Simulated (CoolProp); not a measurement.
R152A along the isotherm 214.7 K: Z from the reference equation and from simpler models built on Tc = 386.4 K, pc = 4517 kPa, ω = 0.275; each cubic takes its own stable root.

Computed with CoolProp (reference Helmholtz-energy equation of state, Outcalt 1996). It is a modified Benedict-Webb-Rubin equation, recast in Helmholtz form.

```
p (kPa)   phase  reference
-------  ------  ---------
143      liquid   0.004898
254      liquid   0.008698
452      liquid    0.01547
803      liquid    0.02748
1430     liquid    0.04890
2540     liquid    0.08674
4520     liquid     0.1540
8030     liquid     0.2725
14300    liquid     0.4819
25400    liquid     0.8465
45200    liquid      1.481
```

How far does each simpler model (van der Waals, Peng-Robinson) lie from the reference over these 11 states: mean and median of the absolute difference, and the worst?


- van der Waals: mean 1850.4 %, median 82.2 %, worst +19550.9 % at 214.7 K and 143 kPa
- Peng-Robinson: mean 7.0 %, median 7.0 %, worst +7.6 % at 214.7 K and 45200 kPa

At some of these states van der Waals gives the other phase, because its saturation line lies elsewhere.
